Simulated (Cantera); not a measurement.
Input: 1 mol (CH3)2SiCl2, 0.72 mol C2H4, 720 mol H2, equilibrated at 1330 Pa.

Method: chemical equilibrium by Gibbs-energy minimisation in Cantera with the NASA 1993 tables (ideal gas, pure condensed phases). Candidate condensed phases: C, C6H6, C7H8, C8H18, Si, SiC; 109 gas species. The feed counts by its element totals alone. Equilibrium is a limit: real reactors are often held back by kinetics, nucleation or transport.

**Question.** At 1202 °C, list the 4 most abundant gas species with their mole fractions, and the condensed phases.

**Answer.** H2 0.997, HCl 0.00276, H 0.000112, CH4 3.85e-5. Condensed: C(graphite) + SiC(s).
